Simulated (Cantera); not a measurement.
An adiabatic, constant-pressure homogeneous reactor starts with CH4 : O2 : N2 : H2 = 1 : 2.02 : 7.6 : 0.018 (molar parts), equivalence ratio 0.99, at 1798 K and 10.0 bar.

Cantera simulation using GRI-Mech 3.0 (53 species, 325 reactions); the numbers are that mechanism's predictions, not measurements. Above 3000 K some thermodynamic fits are extrapolated.

Question: Predict: time of steepest temperature rise; temperature at 0.200 s; equilibrium temperature; x(O2) at 0.200 s; x(CO2) at 0.200 s; x(HCO) at 0.200 s.

Answer: 
| Property | Result |
|---|---|
| time of steepest temperature rise | 16.1 µs |
| temperature at 0.200 s | 3020 K |
| equilibrium temperature | 3020 K |
| x(O2) at 0.200 s | 0.0177 (gas-phase equilibrium 0.0177) |
| x(CO2) at 0.200 s | 0.0487 (gas-phase equilibrium 0.0487) |
| x(HCO) at 0.200 s | 2.18e-7 (gas-phase equilibrium 2.18e-7) |
